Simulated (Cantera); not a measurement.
Cantera run:

```python
import numpy as np
import cantera as ct

gas_names = """
    O2 CrO3 CO2
""".split()
cond_names = """
    Nb(cr) Nb(L) NbO2(I) NbO2(II) NbO2(III) NbO2(L) V(cr) V(L) V2O5(s) V2O5(L) Ti(a) Ti(b) Ti(L)
    Ti2O3(a) Ti2O3(b) Ti2O3(L) Cr(cr) Cr(L) C(gr)
""".split()


# ... load() reads the species with a 1 bar reference pressure and builds the phases ...
species = {s.name: s for s in load("nasa_gas.yaml", gas_names) + load("nasa_condensed.yaml", cond_names)}
# Each term lists the table entries of one substance; the one whose range holds T is used.
reactions = {
    'Nb + O2(g) = NbO2':
        [(-1, ['Nb(cr)', 'Nb(L)']), (-1, ['O2']), (1, ['NbO2(I)', 'NbO2(II)', 'NbO2(III)', 'NbO2(L)'])],
    '0.8 V + O2(g) = 0.4 V2O5':
        [(-0.8, ['V(cr)', 'V(L)']), (-1, ['O2']), (0.4, ['V2O5(s)', 'V2O5(L)'])],
    '1.333 Ti + O2(g) = 0.6667 Ti2O3':
        [(-1.3333333333333333, ['Ti(a)', 'Ti(b)', 'Ti(L)']), (-1, ['O2']), (0.6666666666666666, ['Ti2O3(a)', 'Ti2O3(b)', 'Ti2O3(L)'])],
    '0.6667 Cr + O2(g) = 0.6667 CrO3(g)':
        [(-0.6666666666666666, ['Cr(cr)', 'Cr(L)']), (-1, ['O2']), (0.6666666666666666, ['CrO3'])],
    'C + O2(g) = CO2(g)':
        [(-1, ['C(gr)']), (-1, ['O2']), (1, ['CO2'])],
}


def pick(names, T):
    return next(species[n] for n in names if species[n].thermo.min_temp <= T <= species[n].thermo.max_temp)


results = []
for label, terms in reactions.items():
    print(label)
    print("     T/K   dH/kJ  dS/(J/K)   dG/kJ   log10 K")
    for T in [1273, 1423, 1573, 1723, 1873, 2023, 2173, 2323, 2473, 2623, 2773]:
        used = [(nu, pick(names, T)) for nu, names in terms]
        dH = sum(nu * s.thermo.h(T) for nu, s in used) / 1e6
        dS = sum(nu * s.thermo.s(T) for nu, s in used) / 1e3
        dG = dH - T * dS / 1e3
        logK = -dG * 1e6 / (ct.gas_constant * T * np.log(10))
        results.append((label, T, dH, dS, dG, logK, [s.name for _, s in used]))
        print(f"{T:8g} {dH:8.1f} {dS:8.1f} {dG:8.1f} {logK:8.2f}")
```

It prints:

```
Nb + O2(g) = NbO2
     T/K   dH/kJ  dS/(J/K)   dG/kJ   log10 K
    1273   -774.4   -162.4   -567.6    23.29
    1423   -771.7   -160.4   -543.4    19.95
    1573   -769.3   -158.8   -519.5    17.25
    1723   -767.0   -157.4   -495.8    15.03
    1873   -764.9   -156.3   -472.2    13.17
    2023   -763.1   -155.3   -448.9    11.59
    2173   -761.4   -154.5   -425.6    10.23
    2323   -666.4   -110.9   -408.8     9.19
    2473   -663.7   -109.8   -392.3     8.29
    2623   -661.4   -108.8   -375.9     7.49
    2773   -686.2   -117.8   -359.4     6.77
0.8 V + O2(g) = 0.4 V2O5
     T/K   dH/kJ  dS/(J/K)   dG/kJ   log10 K
    1273   -581.2   -130.9   -414.6    17.01
    1423   -579.2   -129.4   -395.1    14.50
    1573   -577.4   -128.2   -375.7    12.48
    1723   -575.9   -127.3   -356.6    10.81
    1873   -574.6   -126.6   -337.6     9.41
    2023   -573.6   -126.1   -318.6     8.23
    2173   -573.0   -125.8   -299.7     7.20
    2323   -591.1   -134.0   -279.8     6.29
    2473   -591.0   -134.0   -259.7     5.48
    2623   -591.0   -134.0   -239.6     4.77
    2773   -591.0   -134.0   -219.5     4.13
1.333 Ti + O2(g) = 0.6667 Ti2O3
     T/K   dH/kJ  dS/(J/K)   dG/kJ   log10 K
    1273  -1000.4   -172.5   -780.7    32.04
    1423   -996.9   -170.0   -755.1    27.72
    1573   -993.9   -168.0   -729.7    24.23
    1723   -991.4   -166.4   -704.6    21.36
    1873   -989.3   -165.2   -679.8    18.96
    2023  -1007.8   -174.8   -654.2    16.89
    2173   -937.6   -141.6   -630.0    15.14
    2323   -937.1   -141.3   -608.7    13.69
    2473   -936.5   -141.1   -587.6    12.41
    2623   -936.1   -140.9   -566.4    11.28
    2773   -935.7   -140.8   -545.3    10.27
0.6667 Cr + O2(g) = 0.6667 CrO3(g)
     T/K   dH/kJ  dS/(J/K)   dG/kJ   log10 K
    1273   -198.8    -48.9   -136.6     5.61
    1423   -200.0    -49.7   -129.2     4.74
    1573   -201.5    -50.7   -121.7     4.04
    1723   -203.3    -51.8   -114.0     3.46
    1873   -205.5    -53.0   -106.2     2.96
    2023   -208.0    -54.3    -98.1     2.53
    2173   -224.2    -61.9    -89.6     2.15
    2323   -225.6    -62.6    -80.2     1.80
    2473   -227.1    -63.2    -70.8     1.50
    2623   -228.7    -63.8    -61.3     1.22
    2773   -230.3    -64.4    -51.6     0.97
C + O2(g) = CO2(g)
     T/K   dH/kJ  dS/(J/K)   dG/kJ   log10 K
    1273   -395.2      0.7   -396.1    16.25
    1423   -395.5      0.5   -396.2    14.54
    1573   -395.8      0.3   -396.3    13.16
    1723   -396.2      0.1   -396.3    12.01
    1873   -396.5     -0.1   -396.3    11.05
    2023   -396.9     -0.3   -396.3    10.23
    2173   -397.3     -0.5   -396.2     9.52
    2323   -397.7     -0.7   -396.1     8.91
    2473   -398.2     -0.9   -396.0     8.36
    2623   -398.7     -1.1   -395.9     7.88
    2773   -399.3     -1.3   -395.7     7.45
```

Cantera with NASA thermochemical tables; ideal gases at 1 bar, condensed phases pure. Condensed species are held in their standard states even where they would react or evaporate.
